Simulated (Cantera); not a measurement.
Cantera run, input and output.

```python
import numpy as np
import cantera as ct

surf = ct.Interface("diamond.yaml", "diamond_100")
gas, bulk = surf.adjacent["gas"], surf.adjacent["diamond"]
k = surf.kinetics_species_index(bulk.species_names[0])
cover = ["c6HH", "c6H*", "c6*H", "c6**", "c6HM", "c6B"]

rows, drift = [], 0.0
print(f"{'P':>10s}{'um/h':>11s}" + "".join(f"{s:>11s}" for s in cover))
for v in [1100, 1600, 2500, 3800, 5800, 8800, 13000, 20000]:
    T, P, xH, xCH3 = 1323, v, 0.00091, 1.9e-05
    gas.TPX = T, P, {"H": xH, "CH3": xCH3, "CH4": 0.028, "H2": 1 - xH - xCH3 - 0.028}
    surf.TP = bulk.TP = T, P
    surf.coverages = "c6H*:0.1, c6HH:0.9"
    surf.advance_coverages(100.0)
    before = surf.coverages
    surf.advance_coverages(100.0)
    drift = max(drift, np.max(np.abs(surf.coverages - before) / (surf.coverages + 1e-9)))
    rate = surf.net_production_rates[k] * bulk.mean_molecular_weight / bulk.density * 3.6e9
    rows.append([rate, *surf[cover].coverages])
    print(f"{v:10.4g}{rate:11.4e}" + "".join(f"{x:11.3e}" for x in rows[-1][1:]))
```

Output:

```
         P       um/h       c6HH       c6H*       c6*H       c6**       c6HM        c6B
      1100 9.3106e-03  4.240e-01  4.844e-02  4.985e-01  2.893e-02  4.496e-06  2.526e-11
      1600 1.6516e-02  4.241e-01  4.843e-02  4.984e-01  2.892e-02  6.759e-06  4.482e-11
      2500 3.1405e-02  4.241e-01  4.843e-02  4.984e-01  2.890e-02  1.095e-05  8.522e-11
      3800 5.5476e-02  4.242e-01  4.843e-02  4.983e-01  2.889e-02  1.711e-05  1.505e-10
      5800 9.6202e-02  4.242e-01  4.843e-02  4.983e-01  2.888e-02  2.667e-05  2.610e-10
      8800 1.6343e-01  4.242e-01  4.843e-02  4.982e-01  2.887e-02  4.099e-05  4.435e-10
   1.3e+04 2.6804e-01  4.242e-01  4.843e-02  4.982e-01  2.887e-02  6.089e-05  7.273e-10
     2e+04 4.6733e-01  4.242e-01  4.844e-02  4.981e-01  2.887e-02  9.351e-05  1.268e-09
```

Model: the Harris–Goodwin 1993 mechanism for the reconstructed diamond (100) surface, integrated in Cantera.
